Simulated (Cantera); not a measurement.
Input: 1 mol SiH4, 0.25 mol O3, 82 mol N2, held at 0.0420 bar.

These are equilibrium values from Cantera (NASA tables, ideal gas, pure condensed phases), not measurements of a reactor. Candidate condensed phases: H2O, Si, SiO2, Si2N2O, Si3N4; 35 gas species. Mutual solubility and eutectic melting of coexisting phases are not modelled. The tables' values for SiN are old estimates; treat these amounts as uncertain. Kinetics and transport are ignored.

log p: log10 of the partial pressure in bar; n: condensed amount in mol.

| T (K) | log p N2 | log p H2 | log p SiO | log p Si | log p H | log p Si2N | n Si2N2O(s) | n Si3N4(s) | n Si(l) |
|---|---|---|---|---|---|---|---|---|---|
| 1823 | -1.39 | -3.01 | -3.50 | -5.69 | -4.87 | -6.91 | 0.109 | 0.0453 | 0 |
| 1848 | -1.39 | -3.01 | -3.43 | [?] | [?] | [?] | 0 | 0.0801 | 0 |
| 1873 | -1.39 | -3.01 | -3.43 | -5.17 | -4.69 | -6.24 | 0 | 0.0774 | 0 |
| 1898 | -1.39 | -3.01 | -3.43 | [?] | [?] | [?] | 0 | 0.0726 | 0 |
| 1923 | -1.39 | -3.01 | -3.43 | -4.77 | -4.53 | -5.82 | 0 | 0 | 0.206 |
| 1948 | -1.39 | -3.01 | -3.43 | -4.63 | -4.45 | -5.72 | 0 | 0 | 0.190 |
| 1973 | -1.39 | -3.01 | -3.43 | -4.50 | -4.38 | -5.62 | 0 | 0 | 0.170 |
| 1998 | -1.39 | -3.02 | -3.43 | -4.37 | -4.30 | -5.53 | 0 | 0 | 0.143 |
| 2023 | -1.39 | -3.02 | -3.43 | -4.24 | -4.23 | -5.44 | 0 | 0 | 0.109 |
| 2048 | -1.39 | -3.02 | -3.43 | -4.12 | -4.16 | -5.35 | 0 | 0 | 0.0641 |
| 2073 | -1.39 | -3.02 | -3.43 | -4.00 | -4.09 | -5.27 | 0 | 0 | 0.00688 |

Task: Complete the blanks.

Result: 
- 1898, log p Si: -4.91
- 1898, log p H: -4.61
- 1898, log p Si2N: -5.93
- 1848, log p Si: -5.42
- 1848, log p H: -4.78
- 1848, log p Si2N: -6.57
